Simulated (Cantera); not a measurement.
An isothermal, constant-pressure homogeneous reactor starts with N₂O : H₂ : N₂ = 1 : 0.011 : 0.98 (molar parts), at 1350 K and 0.290 bar.

Computed with Cantera and GRI-Mech 3.0 (53 species, 325 reactions). GRI-Mech 3.0 was tuned for natural gas; its chemistry of N2O as a main component is partial and can be far from experiment. The mechanism lacks the step 2 NO + O2 → 2 NO2, which can matter for NO2 below about 1400 K. The temperature is held fixed by assumption; the heat of reaction is taken as removed at once.

x: mole fraction; the columns are a selection and need not sum to one.

| t (s) | x N₂O | x H₂ | x HO₂ | x H | x NO₂ | x NO |
|---|---|---|---|---|---|---|
| 2.00e-6 | 0.502 | 0.00552 | 1.28e-11 | 1.26e-8 | <1e-12 | 1.46e-8 |
| 6.02e-6 | 0.502 | 0.00552 | 3.88e-10 | 7.42e-8 | <1e-12 | 1.25e-7 |
| 1.81e-5 | 0.502 | 0.00552 | [?] | 3.27e-7 | 1.08e-12 | 9.51e-7 |
| 5.45e-5 | 0.502 | 0.00551 | [?] | 1.21e-6 | 1.09e-10 | 5.65e-6 |
| 0.000164 | 0.502 | 0.00539 | [?] | 3.52e-6 | 1.41e-8 | 2.54e-5 |
| 0.000494 | 0.501 | 0.00461 | 7.99e-6 | 6.11e-6 | 6.85e-7 | 9.97e-5 |
| 0.00149 | 0.497 | 0.00242 | [?] | 3.55e-6 | 6.85e-6 | 0.000306 |
| 0.00447 | 0.491 | 0.000527 | [?] | 5.25e-7 | 3.99e-5 | 0.000816 |
| 0.0135 | 0.478 | 3.00e-5 | [?] | 4.36e-8 | 0.000113 | 0.00232 |
| 0.0405 | 0.444 | 9.81e-8 | [?] | 2.58e-8 | 0.000171 | 0.00668 |
| 0.122 | 0.357 | 7.80e-8 | [?] | 2.85e-8 | 0.000189 | 0.0176 |
| 0.367 | 0.195 | 8.21e-8 | [?] | 3.17e-8 | 0.000175 | 0.0373 |
| 1.10 | 0.0434 | 6.54e-8 | [?] | 2.10e-8 | 0.000156 | 0.0535 |
| 3.32 | 0.00194 | 9.70e-9 | [?] | 1.11e-9 | 0.000186 | 0.0556 |
| 10.0 | 1.67e-6 | 4.09e-9 | [?] | 2.85e-10 | 0.000240 | 0.0555 |

Complete the blanks.


- 1.81e-5, x HO₂: 1.05e-8
- 5.45e-5, x HO₂: 2.04e-7
- 0.000164, x HO₂: 2.21e-6
- 0.00149, x HO₂: 8.68e-6
- 0.00447, x HO₂: 5.31e-6
- 0.0135, x HO₂: 2.02e-6
- 0.0405, x HO₂: 8.67e-7
- 0.122, x HO₂: 3.22e-7
- 0.367, x HO₂: 1.02e-7
- 1.10, x HO₂: 3.11e-8
- 3.32, x HO₂: 1.01e-8
- 10.0, x HO₂: 7.83e-9
